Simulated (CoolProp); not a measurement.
Vapour pressure (MPa) of nitrogen: the reference equation beside estimates from Tc = 126.2 K, pc = 3.396 MPa, ω = 0.037. Clausius-Clapeyron is anchored at 95 K with a constant enthalpy of vaporisation of 4.801 kJ/mol.

Computed with CoolProp (reference Helmholtz-energy equation of state, Span 2000).

```csv
T (K),reference,Lee-Kesler,Clausius-Clapeyron,Redlich-Kwong,Soave-Redlich-Kwong
88.2,0.3080,0.3080,0.3383,0.2931,0.3079
91.6,0.4124,0.4127,0.4313,0.4004,0.4135
95,0.5405,0.5410,0.5405,0.5331,0.5434
98.4,0.6953,0.6957,0.6669,0.6940,0.7007
101.8,0.8798,0.8798,0.8113,0.8860,0.8883
105.2,1.097,1.096,0.9745,1.112,1.109
108.6,1.350,1.348,1.157,1.373,1.367
112,1.643,1.640,1.360,1.674,1.664
115.4,1.979,1.975,1.583,2.015,2.003
```

Absolute difference from the reference over all 9 rows, mean and median: Lee-Kesler 0.1 and 0.1 %, Clausius-Clapeyron 9.9 and 9.8 %, Redlich-Kwong 1.9 and 1.7 %, Soave-Redlich-Kwong 0.8 and 1.0 %.
